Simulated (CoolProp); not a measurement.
A simple Rankine cycle with R245fa: condensing at 328.15 K, boiler at 1.68 MPa, turbine inlet 388.4 K, turbine efficiency 0.6, pump efficiency 0.7, no recuperator. Each further row changes one setting.

Values from CoolProp's reference Helmholtz-energy equation of state, Akasaka 2015.

```
case                             thermal efficiency (%)  net work (kJ/kg)  heat in (kJ/kg)  turbine exit temperature (K)  volume ratio over the turbine
-------------------------------  ----------------------  ----------------  ---------------  ----------------------------  -----------------------------
as stated                                           6.9              14.5              210                         351.2                           4.94
turbine inlet 408.4 K                               6.9              16.4              237                         375.2                           4.64
condensing temperature 320.15 K                     7.8              17.2              222                         346.9                           6.32
boiler pressure 1.18 MPa                            5.5              12.2              222                         364.5                           3.15
turbine efficiency 0.5                              5.6              11.9              210                         353.8                           4.99
```
